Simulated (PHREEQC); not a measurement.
Make-up at 25 °C: 0.71 mol/kgw NaOH, 2.6 mol/kgw CaCl2 and 3.2 mol/kgw NaCl. Closed to the air; pH follows from the charge balance.

Model: Pitzer model, pitzer.dat, run in PHREEQC.

```json
{
 "pH": "12.16",
 "ionic_strength": "11.7 mol/kgw",
 "activity_of_water": "0.620",
 "density": "1.293 g/cm³",
 "osmotic_coefficient": "1.700",
 "total_alkalinity": "710 meq/kg"
}
```

```tsv
species	molality	activity	log γ
Cl-	8.40	6.53	-0.109
Na+	3.91	17.1	0.640
Ca+2	2.60	37.4	1.158
OH-	0.710	0.00911	-1.892
```

Precipitation was switched off in this run. The solution is supersaturated, for example in Portlandite, Halite, so a real one may precipitate; this is no full list. In brines, pH and single-ion activities rest on the MacInnes convention.
